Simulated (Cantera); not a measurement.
Mixture: CH₄ : CO : O₂ : N₂ : H₂O : CO₂ = 1 : 0.031 : 1.06 : 4.14 : 0.26 : 0.046 (molar parts), equivalence ratio 1.9, at 1.80 bar, adiabatic and at constant volume. Ignition delay is the time to a rise of 400 K.

Model: GRI-Mech 3.0 (53 species, 325 reactions), integrated in Cantera.

Problem. Predict: delay at 1273 K; delay at 1473 K; delay at 1673 K; delay at 1873 K; apparent activation energy between 1773 and 1973 K.

Solution. 
| Item | Result |
|---|---|
| delay at 1273 K | 16.3 ms |
| delay at 1473 K | 1.47 ms |
| delay at 1673 K | 0.200 ms |
| delay at 1873 K | 45.1 µs |
| apparent activation energy between 1773 and 1973 K | 180 kJ/mol |
